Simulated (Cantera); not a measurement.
Charge: 1 mol n-butane, 1 mol H₂, 0.46 mol NH₃, held at 0.00280 bar.

These are equilibrium values from Cantera (NASA tables, ideal gas, pure condensed phases), not measurements of a reactor. Candidate condensed phases: C, C₆H₆, C₇H₈, C₈H₁₈; 92 gas species. Rates play no part.

Task: At 1800 °C, list the 4 most abundant gas species with their mole fractions, and the condensed phases.

Result: H₂ 0.917, H 0.0476, N₂ 0.0307, HCN 0.00326. Condensed: C(graphite).
